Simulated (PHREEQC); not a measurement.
Dissolve 49 mmol/kgw H3BO3, 24 mmol/kgw KOH and 4 mmol/kgw NaCl at 25 °C. It is in equilibrium with CO2 at log p = -2 (atm). Otherwise closed; pH follows from the charge balance.

All values are PHREEQC results (Pitzer model, pitzer.dat), not measurements.

Q: The ionic strength comes out as 0.0282 mol/kgw. What activity coefficients do CO3-2, Na+, B(OH)4-, B4O5(OH)4-2, Cl- get?

A: CO3-2 0.50, Na+ 0.92, B(OH)4- 0.84, B4O5(OH)4-2 0.46, Cl- 0.85. Single-ion values are on the MacInnes scale.

No solid was allowed to form.
